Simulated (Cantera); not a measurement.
Charge: 1 mol Si, 0.76 mol N2O, 6.8 mol N2, equilibrated at 1525 K and 14.0 mbar.

Equilibrium computed with Cantera from the NASA thermochemical tables; the gas is ideal and each condensed phase is pure. Candidate condensed phases: Si, SiO2, Si2N2O, Si3N4; 16 gas species. Mutual solubility and eutectic melting of coexisting phases are not modelled. The tables hold silica as quartz up to 1696 K and as liquid above; real silica turns to tridymite and cristobalite and melts near 1996 K. Rates play no part.

Base state: N2 0.999, SiO 0.00127 (mole fractions); condensed: SiO2(β-quartz) + Si2N2O(s).

### Question
What changes in the equilibrium state with this change: pressure from 14.0 mbar to 0.190 bar?

### Answer
| species | before | after |
|---|---|---|
| N2 | 0.999 | 1.000 |
| SiO | 0.00127 | 3.94e-5 |
| SiO2(β-quartz), mol | 0.170 | 0.173 |
| Si2N2O(s), mol | 0.410 | 0.413 |

### Question
What changes in the equilibrium state with this change: pressure from 14.0 mbar to 10.0 mbar?

### Answer
| species | before | after |
|---|---|---|
| N2 | 0.999 | 0.998 |
| SiO | 0.00127 | 0.00200 |
| SiO2(β-quartz), mol | 0.170 | 0.169 |
| Si2N2O(s), mol | 0.410 | 0.409 |

### Question
What changes in the equilibrium state with this change: pressure from 14.0 mbar to 1.33 mbar?

### Answer
```json
[
 {"species": "N2", "before": "0.999", "after": "0.970"},
 {"species": "SiO", "before": "0.00127", "after": "0.0296"},
 {"species": "SiO2(β-quartz), mol", "before": "0.170", "after": "0.0999"},
 {"species": "Si2N2O(s), mol", "before": "0.410", "after": "0.340"}
]
```
